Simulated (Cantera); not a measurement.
Iron carbonyl, mercury and lead vapours: Pb + N₂

Charge: 1 mol Pb, a varied amount of N₂, held at 1225 K and 19.5 Torr.

Cantera equilibrium calculation (NASA polynomials, part measured and part estimated; ideal gas, pure solids and liquids). Candidate condensed phases: Pb; 4 gas species. Equilibrium is a limit: real reactors are often held back by kinetics, nucleation or transport.

From 1.9 mol N₂ to 21 mol N₂ the condensed part is Pb(l). From 29 mol N₂ to 58 mol N₂ nothing is condensed. The main Pb-bearing gas is Pb throughout.

| n(N₂) (mol) | x N₂ | x Pb | x Pb₂ | n Pb(l) |
|---|---|---|---|---|
| 1.9 | 0.964 | 0.0359 | 1.72e-6 | 0.929 |
| 2.7 | 0.964 | 0.0359 | 1.72e-6 | 0.899 |
| 3.7 | 0.964 | 0.0359 | 1.72e-6 | 0.862 |
| 5.3 | 0.964 | 0.0359 | 1.72e-6 | 0.802 |
| 7.4 | 0.964 | 0.0359 | 1.72e-6 | 0.724 |
| 10 | 0.964 | 0.0359 | 1.72e-6 | 0.627 |
| 15 | 0.964 | 0.0359 | 1.72e-6 | 0.441 |
| 21 | 0.964 | 0.0359 | 1.72e-6 | 0.217 |
| 29 | 0.967 | 0.0333 | 1.48e-6 | 0 |
| 41 | 0.976 | 0.0238 | 7.54e-7 | 0 |
| 58 | 0.983 | 0.0169 | 3.82e-7 | 0 |
x: gas mole fraction; n: condensed amount in mol.
